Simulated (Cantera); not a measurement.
Charge: 1 mol SiCl₄, 2.7 mol N₂O, 2 mol H₂, 2.3 mol H₂O, held at 673 K and 26.3 Torr.

Cantera equilibrium calculation (NASA polynomials, part measured and part estimated; ideal gas, pure solids and liquids). Candidate condensed phases: H₂O, NH₄Cl, Si, SiO₂, Si₂N₂O, Si₃N₄; 47 gas species. Rates play no part.

Base state: HCl 0.321, H₂O 0.313, N₂ 0.297, Cl₂ 0.0598, O₂ 0.00864 (mole fractions); condensed: SiO₂(α-quartz).

What changes in the equilibrium state with this change: pressure from 26.3 Torr to 0.0728 Torr?


```tsv
species	before	after
HCl	0.321	0.407
N₂	0.297	0.290
H₂O	0.313	0.259
Cl₂	0.0598	0.0117
O₂	0.00864	0.0318
SiO₂(α-quartz), mol	1.00	1.00
```

What changes in the equilibrium state with this change: H₂ from 2 to 0.4 mol?


```
species               before   after
-------------------  -------  ------
N₂                     0.297   0.337
HCl                    0.321   0.233
H₂O                    0.313   0.221
Cl₂                   0.0598   0.133
O₂                   0.00864  0.0769
SiO₂(α-quartz), mol     1.00    1.00
```

What changes in the equilibrium state with this change: H₂ from 2 to 11 mol?


| species | before | after |
|---|---|---|
| H₂ | <1e-9 | 0.461 |
| HCl | 0.321 | 0.222 |
| H₂O | 0.313 | 0.167 |
| N₂ | 0.297 | 0.150 |
| Cl₂ | 0.0598 | <1e-9 |
| O₂ | 0.00864 | <1e-9 |
| NH₃ | <1e-9 | 5.71e-5 |
| SiO₂(α-quartz), mol | 1.00 | 1.00 |
